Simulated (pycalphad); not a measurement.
## Effect of Cu content in Si-Cu

All values are pycalphad results on the COST 507 light-alloy database (1999) (1 atm), not direct measurements. The data set is of 1999 and partly superseded. Phase fractions are per mole of atoms.

```
alloy              liquidus (K)  first solid  solidus (K)                    phases at 625 K
-----------------  ------------  -----------  -----------  ---------------------------------
Si-7.17Cu (at.%)           1649   DIAMOND_A4         1074  DIAMOND_A4 0.91, CU19SI6_ETA 0.09
Si-21.52Cu (at.%)          1554   DIAMOND_A4         1074  DIAMOND_A4 0.72, CU19SI6_ETA 0.28
Si-28.7Cu (at.%)           1503   DIAMOND_A4         1074  DIAMOND_A4 0.62, CU19SI6_ETA 0.38
Si-43.05Cu (at.%)          1398   DIAMOND_A4         1074  CU19SI6_ETA 0.57, DIAMOND_A4 0.43
Si-57.4Cu (at.%)           1266   DIAMOND_A4         1074  CU19SI6_ETA 0.76, DIAMOND_A4 0.24
```

Database names, with the compositions (at.%) that they take in these runs: CU19SI6_ETA: Cu 76 Si 24. DIAMOND_A4 is diamond (Si).
